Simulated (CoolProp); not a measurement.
Hexamethyldisiloxane (MM) along the isotherm 527.1 K: density (kg/m³) from the reference equation and from simpler models built on Tc = 518.7 K, pc = 1931 kPa, ω = 0.418; each cubic takes its own stable root.

Values from CoolProp's reference Helmholtz-energy equation of state, Thol 2016.

```csv
p (kPa),phase,reference
263,gas,10.23
527,gas,21.66
790,gas,34.55
1050,gas,49.34
1320,gas,67.84
1580,gas,90.63
1840,gas,123.5
2110,supercritical,200.4
2370,supercritical,358.2
2630,supercritical,395.9
2900,supercritical,416.1
```

### Question
How far does each simpler model (van der Waals, Redlich-Kwong) lie from the reference over these 11 states: mean and median of the absolute difference, and the worst?

### Answer
- van der Waals: mean 10.6 %, median 5.5 %, worst -27.4 % at 527.1 K and 2900 kPa
- Redlich-Kwong: mean 5.6 %, median 1.4 %, worst -15.3 % at 527.1 K and 2630 kPa
